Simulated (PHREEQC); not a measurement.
Model water analysis in mmol/kgw, 15 °C, pH 1.95, pe 9.8:

```
constituent  mmol/kgw
-----------  --------
Na              0.275
K               0.116
Ca               7.62
Mg               2.39
Cl               4.74
S(6)             19.1
F               0.158
```

Valence states are taken as typed.

The numbers come from PHREEQC with the ion-association model, phreeqc.dat.

Task: The ionic strength comes out as 0.0471 mol/kgw. What activity coefficients do H+, Cl-, Mg+2, KSO4-, CaHSO4+ get?

Result: H+ 0.86, Cl- 0.82, Mg+2 0.50, KSO4- 0.83, CaHSO4+ 0.83.

This is a speciation only: nothing precipitates in the calculation.
